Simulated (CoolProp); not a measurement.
Properties of nitrogen along the isobar 44.6 bar.

Computed with CoolProp (reference Helmholtz-energy equation of state, Span 2000).

```csv
T (°C),phase,density (kg/m³),isothermal compressibility (1/MPa)
-153.65,liquid,577.8,0.02794
-137.45,supercritical,228.6,0.6167
-121.35,supercritical,137.4,0.3199
-105.15,supercritical,109.4,0.2732
-89.05,supercritical,93.33,0.2539
-72.95,supercritical,82.32,0.2433
-56.75,supercritical,74.05,0.2368
-40.65,supercritical,67.57,0.2324
-24.45,supercritical,62.26,0.2293
-8.35,supercritical,57.85,0.2271
7.75,supercritical,54.09,0.2254
23.95,supercritical,50.81,0.2242
40.05,supercritical,47.96,0.2232
56.25,supercritical,45.42,0.2224
```
